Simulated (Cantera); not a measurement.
A Cantera script and its output.

```python
import numpy as np
import cantera as ct

gas = ct.Solution("h2o2.yaml")
gas.TPX = 600, 15000, {'H2': 1, 'O2': 0.227, 'N2': 0.855, 'H2O': 0.093}
flame = ct.FreeFlame(gas, width=0.15)
flame.set_refine_criteria(ratio=3, slope=0.08, curve=0.16)
flame.transport_model = "mixture-averaged"
flame.solve(loglevel=0, auto=True)
z, T = flame.grid, flame.T
thick = (T[-1] - T[0]) / np.gradient(T, z).max()
show = ['H2', 'O2', 'H2O', 'HO2', 'H', 'OH']
print(f"laminar burning velocity  {flame.velocity[0] * 100:.3f} cm/s")
print(f"burnt temperature         {T[-1]:.1f} K")
print(f"thermal thickness         {thick * 1e3:.4f} mm")
print(f"grid points               {len(z)}")
z0 = z[flame.heat_release_rate.argmax()]
print(f"{'z/mm':>9s}{'T/K':>9s}{'u/(m/s)':>9s}" + "".join(f"{s:>11s}" for s in show))
rows = []
for k in (-3, -2, -1.5, -1, -0.5, -0.25, 0, 0.25, 0.5, 1, 2, 4, 8):
    zz = z0 + k * thick
    rows.append([k * thick, np.interp(zz, z, T), np.interp(zz, z, flame.velocity),
                 *(np.interp(zz, z, flame.X[gas.species_index(s)]) for s in show)])
    print(f"{rows[-1][0] * 1e3:9.3f}{rows[-1][1]:9.1f}{rows[-1][2]:9.3f}" + "".join(f"{x:11.3e}" for x in rows[-1][3:]))
```

Output:

```
laminar burning velocity  671.025 cm/s
burnt temperature         2131.2 K
thermal thickness         5.2215 mm
grid points               143
     z/mm      T/K  u/(m/s)         H2         O2        H2O        HO2          H         OH
  -15.664    600.0    6.710  4.598e-01  1.044e-01  4.276e-02  1.217e-13  2.137e-15  1.345e-18
  -10.443    600.0    6.710  4.598e-01  1.044e-01  4.276e-02  9.399e-11  1.154e-11  6.527e-15
   -7.832    600.0    6.710  4.598e-01  1.044e-01  4.276e-02  4.954e-09  1.255e-09  6.557e-13
   -5.221    600.0    6.710  4.598e-01  1.044e-01  4.276e-02  7.637e-07  4.537e-07  6.506e-10
   -2.611    612.9    6.842  4.577e-01  1.041e-01  4.368e-02  5.558e-05  5.593e-04  3.140e-05
   -1.305    749.2    8.260  4.327e-01  9.970e-02  5.671e-02  3.536e-05  1.145e-02  2.430e-04
    0.000   1098.3   11.824  3.074e-01  5.666e-02  1.481e-01  1.261e-05  7.538e-02  1.611e-03
    1.305   1320.6   14.116  2.154e-01  6.590e-03  2.461e-01  1.380e-06  1.160e-01  2.526e-03
    2.611   1404.2   14.932  2.110e-01  1.140e-03  2.583e-01  2.226e-07  1.120e-01  2.806e-03
    5.221   1499.6   15.839  2.190e-01  7.220e-04  2.605e-01  1.286e-07  9.895e-02  3.347e-03
   10.443   1608.6   16.849  2.291e-01  5.980e-04  2.626e-01  9.818e-08  8.307e-02  3.816e-03
   20.886   1723.7   17.891  2.396e-01  4.368e-04  2.655e-01  6.917e-08  6.612e-02  4.014e-03
   41.772   1834.2   18.868  2.495e-01  2.771e-04  2.687e-01  4.525e-08  4.974e-02  3.813e-03
```

Cantera simulation using the H2/O2 subset of GRI-Mech 3.0, which has no nitrogen chemistry; the numbers are that mechanism's predictions, not measurements. Burning velocities carry a grid error of a few per cent, more on coarse grids.
